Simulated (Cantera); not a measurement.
Input (Python, Cantera) and output of one run.

```python
import numpy as np
import cantera as ct

gas_names = """
    B BH BH2 BH3 BN B2 H H2 N NH NH2 NH3 N2 N2H2 N2H4
""".split()
cond_names = """
    B(b) B(L) BN(s)
""".split()


def load(file, names, dense=False):
    # The tables refer to 1 bar. Condensed volumes are neglected.
    table = {s.name: s for s in ct.Species.list_from_file(file)}
    out = []
    for n in names:
        d = dict(table[n].input_data)
        d["thermo"] = dict(d["thermo"], **{"reference-pressure": 1e5})
        if dense:
            d["equation-of-state"] = {"model": "constant-volume", "density": "1e6 g/cm^3"}
        out.append(ct.Species.from_dict(d))
    return out


gas = ct.Solution(thermo="ideal-gas", species=load("nasa_gas.yaml", gas_names))
cond = {s.name: ct.Solution(thermo="fixed-stoichiometry", species=[s], name=s.name)
        for s in load("nasa_condensed.yaml", cond_names, dense=True)}
atoms = {
    'borazine': {'B': 3, 'N': 3, 'H': 6},
    'H2': {'H': 2},
}
top_T = {'BN(s)': 3200}  # K; cautious upper limits of use, not melting points


def equilibrate(T, P, feed):
    n = {}
    for name, mol in feed.items():
        for a, k in atoms[name].items():
            n[a] = n.get(a, 0.0) + k * mol
    gas.TPX = T, P, n
    mass = sum(n.values()) * gas.mean_molecular_weight
    gas.equilibrate("TP")
    valid = [c for c in cond.values() if c.min_temp <= T <= top_T.get(c.name, c.max_temp)]
    mix = ct.Mixture([(gas, mass / gas.mean_molecular_weight)] + [(c, 0.0) for c in valid])
    mix.T, mix.P = T, P
    mix.equilibrate("TP", solver="vcs", rtol=1e-11, max_steps=5000)
    return mix


results = []
feed = {'borazine': 1, 'H2': 23}  # mol
P = 4000  # Pa
for T in [1198, 1248, 1298, 1348, 1398, 1448, 1498, 1548, 1598, 1648, 1698, 1748, 1798]:
    mix = equilibrate(T, P, feed)
    results.append((T, P, feed, dict(zip(mix.species_names, mix.species_moles))))

top = {s: max(r[3][s] / sum(r[3][g] for g in gas_names) for r in results) for s in gas_names}
cols = sorted((s for s in top if top[s] > 0.001), key=lambda s: -top[s])[:6]
seen = [c for c in cond_names if any(r[3].get(c, 0) > 1e-12 for r in results)]
print("log10 of partial pressures in bar; condensed amounts in mol")
print(f"{'T/K':>10s}" + "".join(f"{s[:9]:>10s}" for s in cols + seen))
for T, P, feed, n in results:
    ng = sum(n[g] for g in gas_names)
    print(f"{T:10.4g}" + "".join(f"{np.log10(max(n[s] / ng * P / 1e5, 1e-99)):10.3f}" for s in cols)
          + "".join(f"{n.get(c, 0):10.4g}" for c in seen))
```

Output:

```
log10 of partial pressures in bar; condensed amounts in mol
       T/K        H2         H      B(b)     BN(s)
      1198    -1.398    -7.420         0         3
      1248    -1.398    -7.030         0         3
      1298    -1.398    -6.669         0         3
      1348    -1.398    -6.335         0         3
      1398    -1.398    -6.024         0         3
      1448    -1.398    -5.734         0         3
      1498    -1.398    -5.464         0         3
      1548    -1.398    -5.211         0         3
      1598    -1.398    -4.973         0         3
      1648    -1.398    -4.749         0     2.999
      1698    -1.398    -4.539         0     2.999
      1748    -1.398    -4.340         0     2.998
      1798    -1.399    -4.153  0.001896     2.995
```

Equilibrium computed with Cantera from the NASA thermochemical tables; the gas is ideal and each condensed phase is pure. The feed counts by its element totals alone. Mutual solubility and eutectic melting of coexisting phases are not modelled. The tables' values for BH2 are old estimates; treat these amounts as uncertain.
